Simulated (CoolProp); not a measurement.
Aqueous potassium formate as a coolant, 26 % by mass, freezing at -16.9 °C, 1 atm.

The numbers come from the Melinder's fits for secondary coolants in CoolProp.

```csv
T (°C),viscosity (mPa s),Prandtl number,cp (kJ/(kg K)),conductivity (W/(m K))
-11.6,3.59,22.6,3.213,0.509
-7,3.08,19.3,3.220,0.515
-2.5,2.68,16.6,3.228,0.521
2.1,2.35,14.4,3.235,0.526
6.6,2.08,12.7,3.242,0.532
11.2,1.86,11.2,3.249,0.538
15.7,1.68,?,3.257,?
20.3,1.52,9.04,3.264,0.549
24.8,1.39,8.19,3.271,?
29.4,1.27,7.45,3.278,0.561
33.9,?,6.81,3.286,0.566
38.5,1.08,?,3.293,0.572
```

**Question.** Fill in the missing entries.

**Answer.** 
- 15.7, Prandtl number: 10.1
- 15.7, conductivity (W/(m K)): 0.544
- 24.8, conductivity (W/(m K)): 0.555
- 33.9, viscosity (mPa s): 1.17
- 38.5, Prandtl number: 6.24
